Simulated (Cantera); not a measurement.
A Cantera script and its output.

```python
import numpy as np
import cantera as ct

gas = ct.Solution("gri30.yaml")


def delay(T, t_max=10):
    gas.TPX = T, 500000, {'CH4': 1, 'O2': 2.47, 'N2': 9.28}
    reactor = ct.IdealGasReactor(gas, clone=False)
    net = ct.ReactorNet([reactor])
    net.rtol, net.atol = 1e-8, 1e-16
    while net.time < t_max:
        t_old, T_old = net.time, reactor.T
        net.step()
        if reactor.T > T + 400:  # ignition: a rise of 400 K
            return t_old + (T + 400 - T_old) / (reactor.T - T_old) * (net.time - t_old)
    return np.nan


taus = []
for T in [1125, 1200, 1275, 1350, 1425, 1500, 1575, 1650]:
    taus.append(delay(T))
    print(f"T0 = {T:6g} K   tau = {taus[-1]:.4e} s")
```

It prints:

```
T0 =   1125 K   tau = 2.3700e-02 s
T0 =   1200 K   tau = 8.6045e-03 s
T0 =   1275 K   tau = 3.3580e-03 s
T0 =   1350 K   tau = 1.3983e-03 s
T0 =   1425 K   tau = 6.1831e-04 s
T0 =   1500 K   tau = 2.8969e-04 s
T0 =   1575 K   tau = 1.4397e-04 s
T0 =   1650 K   tau = 7.6053e-05 s
```

Computed with Cantera and GRI-Mech 3.0 (53 species, 325 reactions).
